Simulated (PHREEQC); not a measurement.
0.028 g of hydrous ferric oxide (600 m²/g; 0.2 weak and 0.005 strong sites per Fe, Dzombak-Morel constants, diffuse double layer) in 1 kg of water with 0.1 mol/kgw of an inert sodium salt and 2.4e-05 mol/kgw Na2SeO3, at 25 °C; the pH is set by adding NaOH or the inert anion's acid. No oxygen is let in. CO2 from the air is kept out. Precipitation was switched off in this run.

The series has 17 steps of pH, from 4 to 10.

All values are PHREEQC results (ion-association model, wateq4f.dat), not measurements.

Near which pH is half of the Se sorbed, and on which side is more sorbed?

Near pH 7.3, with more sorbed at lower pH.

At which pH does the surface charge pass through zero?

Near pH 7.6.

The database's selenite sorption wasn't checked against measurements; a fall in acid may be a fault of its surface constants.
